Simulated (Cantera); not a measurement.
**Silicon epitaxy and polysilicon growth: SiH₂Cl₂ + Cl₂ + N₂**

A closed system holds: 1 mol SiH₂Cl₂, 0.15 mol Cl₂, a varied amount of N₂, held at 1448 K and 75.0 Torr.

Cantera equilibrium calculation (NASA polynomials, part measured and part estimated; ideal gas, pure solids and liquids). Candidate condensed phases: NH₄Cl, Si, Si₃N₄; 28 gas species. N₂ is the only nitrogen source here; it is nearly inert below about 1500 K, so the nitride shown seldom forms there in practice. The tables' values for SiCl₃ are old estimates; treat these amounts as uncertain. Equilibrium is a limit: real reactors are often held back by kinetics, nucleation or transport.

```json
[
 {"n(N₂) (mol)": "20", "x N₂": "0.907", "x HCl": "0.0679", "x H₂": "0.0125", "x SiCl₄": "0.00606", "x SiCl₂": "0.00362", "x SiCl₃": "0.00244", "x SiHCl₃": "9.58e-5", "x Cl": "1.44e-5", "n Si₃N₄(s)": "0.246"},
 {"n(N₂) (mol)": "28", "x N₂": "0.932", "x HCl": "0.0506", "x H₂": "0.00853", "x SiCl₄": "0.00399", "x SiCl₂": "0.00291", "x SiCl₃": "0.00178", "x SiHCl₃": "5.75e-5", "x Cl": "1.30e-5", "n Si₃N₄(s)": "0.247"},
 {"n(N₂) (mol)": "36", "x N₂": "0.946", "x HCl": "0.0405", "x H₂": "0.00638", "x SiCl₄": "0.00289", "x SiCl₂": "0.00246", "x SiCl₃": "0.00139", "x SiHCl₃": "3.90e-5", "x Cl": "1.20e-5", "n Si₃N₄(s)": "0.248"},
 {"n(N₂) (mol)": "44", "x N₂": "0.956", "x HCl": "0.0338", "x H₂": "0.00505", "x SiCl₄": "0.00222", "x SiCl₂": "0.00215", "x SiCl₃": "0.00114", "x SiHCl₃": "2.84e-5", "x Cl": "1.13e-5", "n Si₃N₄(s)": "0.249"},
 {"n(N₂) (mol)": "52", "x N₂": "0.962", "x HCl": "0.0290", "x H₂": "0.00415", "x SiCl₄": "0.00178", "x SiCl₂": "0.00192", "x SiCl₃": "0.000965", "x SiHCl₃": "2.18e-5", "x Cl": "1.07e-5", "n Si₃N₄(s)": "0.250"},
 {"n(N₂) (mol)": "60", "x N₂": "0.967", "x HCl": "0.0255", "x H₂": "0.00351", "x SiCl₄": "0.00147", "x SiCl₂": "0.00174", "x SiCl₃": "0.000834", "x SiHCl₃": "1.73e-5", "x Cl": "1.02e-5", "n Si₃N₄(s)": "0.250"},
 {"n(N₂) (mol)": "68", "x N₂": "0.971", "x HCl": "0.0227", "x H₂": "0.00303", "x SiCl₄": "0.00124", "x SiCl₂": "0.00160", "x SiCl₃": "0.000733", "x SiHCl₃": "1.41e-5", "x Cl": "9.78e-6", "n Si₃N₄(s)": "0.250"},
 {"n(N₂) (mol)": "76", "x N₂": "0.974", "x HCl": "0.0205", "x H₂": "0.00266", "x SiCl₄": "0.00106", "x SiCl₂": "0.00148", "x SiCl₃": "0.000653", "x SiHCl₃": "1.18e-5", "x Cl": "9.42e-6", "n Si₃N₄(s)": "0.251"},
 {"n(N₂) (mol)": "84", "x N₂": "0.976", "x HCl": "0.0186", "x H₂": "0.00237", "x SiCl₄": "0.000923", "x SiCl₂": "0.00138", "x SiCl₃": "0.000588", "x SiHCl₃": "1.00e-5", "x Cl": "9.10e-6", "n Si₃N₄(s)": "0.251"},
 {"n(N₂) (mol)": "92", "x N₂": "0.978", "x HCl": "0.0171", "x H₂": "0.00213", "x SiCl₄": "0.000812", "x SiCl₂": "0.00129", "x SiCl₃": "0.000534", "x SiHCl₃": "8.63e-6", "x Cl": "8.82e-6", "n Si₃N₄(s)": "0.251"},
 {"n(N₂) (mol)": "100", "x N₂": "0.980", "x HCl": "0.0158", "x H₂": "0.00193", "x SiCl₄": "0.000722", "x SiCl₂": "0.00122", "x SiCl₃": "0.000489", "x SiHCl₃": "7.52e-6", "x Cl": "8.56e-6", "n Si₃N₄(s)": "0.251"}
]
```
x: gas mole fraction; n: condensed amount in mol.

From 20 mol N₂ to 100 mol N₂ the condensed part is Si₃N₄(s). The main Si-bearing gas is SiCl₄ at 20 mol N₂ and SiCl₂ at 100 mol N₂. The share of Si in condensed phases is highest at 100 mol N₂ (75.3 %) and lowest at 20 mol N₂ (73.7 %).
